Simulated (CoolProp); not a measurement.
Vapour-liquid equilibrium of n-heptane (1) + o-xylene (2) at 95.15 °C; x and y are mole fractions of (1).

Computed with CoolProp (multi-fluid Helmholtz-energy mixture model, Span 2003 and Zhou 2012; pair parameters Bell 2016).

| x | bubble pressure (bar) | y at the bubble point | dew pressure at overall composition x (bar) | liquid density (mol/L) |
|---|---|---|---|---|
| 0.05 | 0.2752 | 0.224 | 0.2333 | 7.594 |
| 0.15 | 0.3671 | 0.472 | 0.2557 | 7.425 |
| 0.25 | 0.4473 | 0.610 | 0.2826 | 7.261 |
| 0.35 | 0.5193 | 0.700 | 0.3155 | 7.102 |
| 0.45 | 0.5855 | 0.767 | 0.3566 | 6.946 |
| 0.55 | 0.6480 | 0.821 | 0.4090 | 6.795 |
| 0.65 | 0.7085 | 0.867 | 0.4771 | 6.647 |
| 0.75 | 0.7682 | 0.908 | 0.5671 | 6.503 |
| 0.85 | 0.8282 | 0.946 | 0.6853 | 6.363 |
| 0.95 | 0.8893 | 0.982 | 0.8349 | 6.227 |

No azeotrope shows between x = 0.05 and 0.95.

The pair parameters rest on a limited set of measurements; away from them the model extrapolates.
